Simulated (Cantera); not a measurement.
A perfectly stirred reactor is fed with H2 : O2 : N2 : H2O = 1 : 1.14 : 4.27 : 0.0071 (molar parts), at 1000000 Pa; it is adiabatic with a 350 K inlet, and is followed from long to short residence time, starting on the burning branch (τ in s: 0.21, 0.08, 0.031, 0.012, 0.0046, 0.0018, 0.00069, 0.00027, 0.0001, 4e-05).

Computed with Cantera and GRI-Mech 3.0 (53 species, 325 reactions). The hydrogen kinetics of GRI-Mech 3.0 are dated; newer H2 mechanisms differ, most at raised pressure.

x: mole fraction; the columns are a selection and need not sum to one.

| τ (s) | T (K) | x H2 | x O2 | x NO | x NO2 | x H2O2 | x OH |
|---|---|---|---|---|---|---|---|
| 0.21 | 1558 | 2.27e-5 | 0.108 | 8.87e-7 | 1.96e-8 | 1.19e-7 | 0.000122 |
| 0.080 | 1558 | 4.74e-5 | 0.108 | 8.33e-7 | 2.64e-8 | 1.82e-7 | 0.000149 |
| 0.031 | 1558 | 9.73e-5 | 0.108 | 8.66e-7 | 3.86e-8 | 2.85e-7 | 0.000185 |
| 0.012 | 1557 | 0.000200 | 0.108 | 9.23e-7 | 5.47e-8 | 4.57e-7 | 0.000229 |
| 0.0046 | 1555 | 0.000418 | 0.108 | 9.35e-7 | 6.70e-8 | 7.61e-7 | 0.000282 |
| 0.0018 | 1551 | 0.000868 | 0.108 | … | 6.57e-8 | 1.31e-6 | 0.000340 |
| 0.00069 | 1544 | 0.00184 | 0.109 | … | 5.21e-8 | 2.47e-6 | 0.000405 |
| 0.00027 | 1529 | 0.00390 | 0.110 | … | 3.63e-8 | 5.03e-6 | 0.000468 |
| 0.00010 | 1484 | 0.0102 | 0.112 | … | 2.21e-8 | 1.54e-5 | 0.000450 |
| 4.0e-5 | 350 | 0.156 | 0.178 | <1e-12 | <1e-12 | <1e-12 | <1e-12 |

Task: Some entries are withheld; supply them.

Result: 
- 0.0018, x NO: 8.58e-7
- 0.00069, x NO: 7.17e-7
- 0.00027, x NO: 5.77e-7
- 0.00010, x NO: 3.97e-7
